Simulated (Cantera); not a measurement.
A closed system holds: 1 mol Si, 6 mol Cl2, 12 mol H2, held at 1500 K and 1.50 mbar.

Cantera equilibrium calculation (NASA polynomials, part measured and part estimated; ideal gas, pure solids and liquids). Candidate condensed phases: Si; 19 gas species. The tables' values for SiCl3 are old estimates; treat these amounts as uncertain. Kinetics and transport are ignored.

Base state: HCl 0.550, H2 0.393, SiCl2 0.0502, SiCl3 0.00425, SiCl4 0.00114, Cl 0.000321, H 0.000285, SiHCl3 8.46e-5 (mole fractions); condensed: gas only.

**Question.** What changes in the equilibrium state with this change: Cl2 from 6 to 0.77 mol?

**Answer.** 
```tsv
species	before	after
H2	0.393	0.901
HCl	0.550	0.0773
SiCl2	0.0502	0.0213
SiCl4	0.00114	4.19e-6
SiCl3	0.00425	0.000168
SiHCl3	8.46e-5	5.05e-6
Cl	0.000321	2.99e-5
SiCl	3.54e-6	1.62e-5
Si(s), mol	0	0.725
```
The tables' values for SiCl3, SiCl are old estimates; treat these amounts as uncertain.

**Question.** What changes in the equilibrium state with this change: temperature from 1500 K to 1623.15 K?

**Answer.** 
```
species    before     after
-------  --------  --------
HCl         0.550     0.552
H2          0.393     0.390
SiCl2      0.0502    0.0531
SiCl3     0.00425   0.00218
SiCl4     0.00114  0.000209
SiCl      3.54e-6   1.93e-5
H        0.000285   0.00112
Cl       0.000321   0.00124
SiHCl3    8.46e-5   2.29e-5
```
The tables' values for SiCl3, SiCl are old estimates; treat these amounts as uncertain.

**Question.** What changes in the equilibrium state with this change: temperature from 1500 K to 1148.15 K?

**Answer.** 
| species | before | after |
|---|---|---|
| HCl | 0.550 | 0.478 |
| H2 | 0.393 | 0.463 |
| SiCl4 | 0.00114 | 0.0515 |
| SiCl2 | 0.0502 | 0.00257 |
| Cl | 0.000321 | 1.15e-6 |
| H | 0.000285 | 1.26e-6 |
